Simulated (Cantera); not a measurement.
Mixture: 19.0 % CH₃OH, 13.5 % O₂, 51.0 % N₂, 16.5 % H₂O, equivalence ratio 2.1, at 760 Torr, adiabatic and at constant pressure. Ignition delay is the time to a rise of 400 K.

Model: GRI-Mech 3.0 (53 species, 325 reactions), integrated in Cantera. GRI-Mech 3.0 was tuned for natural gas; its chemistry of methanol as a main component is partial and can be far from experiment.

Problem. Predict: delay at 1100 K; delay at 1175 K; delay at 1250 K; delay at 1325 K; delay at 1400 K; delay at 1475 K; apparent activation energy between 1325 and 1475 K.

Solution. 
| Property | Value |
|---|---|
| delay at 1100 K | 36.4 ms |
| delay at 1175 K | 8.94 ms |
| delay at 1250 K | 2.63 ms |
| delay at 1325 K | 0.903 ms |
| delay at 1400 K | 0.358 ms |
| delay at 1475 K | 0.162 ms |
| apparent activation energy between 1325 and 1475 K | 190 kJ/mol |
